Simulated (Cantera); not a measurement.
An isothermal, constant-pressure homogeneous reactor starts with NO : N2 = 1 : 0.31 (molar parts), at 1800 K and 0.0691 atm.

Cantera simulation using GRI-Mech 3.0 (53 species, 325 reactions); the numbers are that mechanism's predictions, not measurements.

### Question
Predict: x(NO) at 40.0 s; x(O2) at 40.0 s; x(N2O) at 40.0 s; x(N2) at 40.0 s; x(NO2) at 40.0 s; x(O) at 40.0 s.

### Answer
```
Property                                             Result
----------------  -----------------------------------------
x(NO) at 40.0 s       0.265 (gas-phase equilibrium 0.00496)
x(O2) at 40.0 s         0.249 (gas-phase equilibrium 0.379)
x(N2O) at 40.0 s    2.21e-5 (gas-phase equilibrium 6.66e-8)
x(N2) at 40.0 s         0.486 (gas-phase equilibrium 0.616)
x(NO2) at 40.0 s   0.000190 (gas-phase equilibrium 4.41e-6)
x(O) at 40.0 s    0.000235 (gas-phase equilibrium 0.000285)
```
